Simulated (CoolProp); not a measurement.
Water along the isobar 6960 kPa: Z from the reference equation and from simpler models built on Tc = 373.9 °C, pc = 22060 kPa, ω = 0.344; each cubic takes its own stable root.

Values from CoolProp's reference Helmholtz-energy equation of state, Wagner 2002.

```csv
T (°C),phase,reference
259.95,liquid,0.03596
266.85,liquid,0.03603
273.75,liquid,0.03615
280.55,liquid,0.03631
287.45,gas,0.7500
294.35,gas,0.7688
301.15,gas,0.7847
308.05,gas,0.7989
314.95,gas,0.8115
321.75,gas,0.8226
328.65,gas,0.8329
335.55,gas,0.8422
```

**Question.** How far does each simpler model (van der Waals, Redlich-Kwong) lie from the reference over these 12 states: mean and median of the absolute difference, and the worst?

**Answer.** 
- van der Waals: mean 740.8 %, median 10.1 %, worst +2218.9 % at 280.55 °C and 6960 kPa
- Redlich-Kwong: mean 530.9 %, median 6.0 %, worst +2111.2 % at 280.55 °C and 6960 kPa

At some of these states van der Waals, Redlich-Kwong gives the other phase, because its saturation line lies elsewhere.
